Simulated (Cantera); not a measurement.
## Equilibrium for chlorosilane synthesis and conversion: SiCl4 + H2

Feed: 1 mol SiCl4, 4.6 mol H2, at 180000 Pa.

Equilibrium computed with Cantera from the NASA thermochemical tables; the gas is ideal and each condensed phase is pure. Candidate condensed phases: Si; 19 gas species. The tables' values for SiCl3 are old estimates; treat these amounts as uncertain. Equilibrium is a limit: real reactors are often held back by kinetics, nucleation or transport.

From 500 K to 1100 K nothing is condensed. The main Si-bearing gas is SiCl4 throughout.

| T (K) | x H2 | x SiCl4 | x HCl | x SiHCl3 | x SiCl3 | x SiH2Cl2 |
|---|---|---|---|---|---|---|
| 500 | 0.821 | 0.178 | 0.000483 | 0.000483 | 1.71e-11 | 4.49e-8 |
| 550 | 0.820 | 0.178 | 0.00105 | 0.00105 | 3.88e-10 | 2.62e-7 |
| 600 | 0.819 | 0.177 | 0.00200 | 0.00199 | 5.21e-9 | 1.13e-6 |
| 650 | 0.818 | 0.175 | 0.00342 | 0.00341 | 4.67e-8 | 3.85e-6 |
| 700 | 0.816 | 0.173 | 0.00539 | 0.00536 | 3.05e-7 | 1.09e-5 |
| 750 | 0.813 | 0.171 | 0.00795 | 0.00790 | 1.54e-6 | 2.68e-5 |
| 800 | 0.810 | 0.167 | 0.0111 | 0.0110 | 6.32e-6 | 5.85e-5 |
| 850 | 0.806 | 0.164 | 0.0149 | 0.0147 | 2.18e-5 | 0.000116 |
| 900 | 0.802 | 0.159 | 0.0193 | 0.0188 | 6.51e-5 | 0.000211 |
| 950 | 0.797 | 0.155 | 0.0242 | 0.0233 | 0.000172 | 0.000357 |
| 1000 | 0.792 | 0.149 | 0.0297 | 0.0281 | 0.000409 | 0.000569 |
| 1050 | 0.786 | 0.144 | 0.0357 | 0.0329 | 0.000886 | 0.000857 |
| 1100 | 0.779 | 0.138 | 0.0423 | 0.0374 | 0.00177 | 0.00122 |
x: gas mole fraction; nothing condenses.
